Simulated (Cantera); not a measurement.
Charge: 1 mol Fe2O3, 0.56 mol CO, 16 mol H2, at 30.0 mbar.

These are equilibrium values from Cantera (NASA tables, ideal gas, pure condensed phases), not measurements of a reactor. Candidate condensed phases: C, C6H6, C7H8, C8H18, Fe, Fe(CO)5, FeO, Fe(OH)2, Fe(OH)3, Fe2O3, Fe3O4, H2O; 114 gas species. The numbers say what is thermodynamically allowed, not how fast it happens.

Task: Which condensed phases are stable at each of these points (T (K)): 1200, 1300, 1400, 1500, 1600, 1700, 1800, 1900, 2000, 2100, 2200, 2300, 2400, 2500?

Result: 
```csv
T (K),condensed phases,Fe condensed (%)
1200,Fe(γ),100.0
1300,Fe(γ),100.0
1400,Fe(γ),100.0
1500,Fe(γ),100.0
1600,Fe(γ),100.0
1700,Fe(δ),99.8
1800,Fe(δ),99.2
1900,Fe(l),96.9
2000,Fe(l),89.7
2100,Fe(l),69.2
2200,Fe(l),13.5
2300,gas only,0.0
2400,gas only,0.0
2500,gas only,0.0
```

From 1200 K to 1600 K the condensed part is Fe(γ). From 1700 K to 1800 K the condensed part is Fe(δ). From 1900 K to 2200 K the condensed part is Fe(l). From 2300 K to 2500 K nothing is condensed.
